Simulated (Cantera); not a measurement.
# Ignition delay

Mixture: 2.66 % C3H8, 19.9 % O2, 74.9 % N2, 2.58 % CO2, at 19.0 bar, adiabatic and at constant volume. Ignition delay is the time to a rise of 400 K.

Computed with Cantera and GRI-Mech 3.0 (53 species, 325 reactions). GRI-Mech 3.0 was tuned for natural gas; its chemistry of propane as a main component is partial and can be far from experiment. The pressure lies above the range GRI-Mech 3.0 was tuned for (to about 10 atm).

```csv
T0 (K),delay (ms)
1275,0.276
1375,0.0618
1475,0.0174
1575,0.00620
1675,0.00274
1775,0.00145
1875,0.000873
1975,0.000585
```

The apparent activation energy between 1775 and 1975 K is 130 kJ/mol.
